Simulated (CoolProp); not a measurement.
Vapour-liquid equilibrium of R141b (1) + n-pentane (2) at 218.7 K; x and y are mole fractions of (1).

Computed with CoolProp (multi-fluid Helmholtz-energy mixture model, Lemmon 2006 and Thol 2019; pair parameters Bell 2016).

| x | bubble pressure, mixture model (MPa) | bubble pressure, Raoult's law (MPa) | y, mixture model | y, Raoult's law |
|---|---|---|---|---|
| 0.05 | 0.001037 | 0.0009786 | [?] | 0.056 |
| 0.15 | 0.001127 | 0.0009916 | 0.251 | 0.167 |
| 0.25 | 0.001182 | 0.001005 | 0.348 | 0.274 |
| 0.35 | 0.001215 | 0.001018 | [?] | 0.379 |
| 0.45 | [?] | 0.001031 | 0.488 | 0.481 |
| 0.55 | [?] | 0.001044 | 0.553 | 0.581 |
| 0.65 | [?] | 0.001057 | [?] | 0.678 |
| 0.75 | 0.001218 | 0.001070 | 0.702 | 0.773 |
| 0.85 | 0.001186 | 0.001083 | [?] | 0.865 |
| 0.95 | [?] | 0.001096 | 0.924 | 0.956 |

Problem. Some entries are withheld; supply them.

Solution. 
- 0.05, y, mixture model: 0.108
- 0.35, y, mixture model: 0.423
- 0.45, bubble pressure, mixture model (MPa): 0.001233
- 0.55, bubble pressure, mixture model (MPa): 0.001240
- 0.65, bubble pressure, mixture model (MPa): 0.001235
- 0.65, y, mixture model: 0.623
- 0.85, y, mixture model: 0.799
- 0.95, bubble pressure, mixture model (MPa): 0.001135

The largest gap from Raoult's law is +19.6 % in bubble pressure, at x = 0.45. y crosses x between x = 0.55 and 0.65: the model has an azeotrope there.

Pair parameters are fitted to limited data, so mixtures are less certain than the pure fluids.
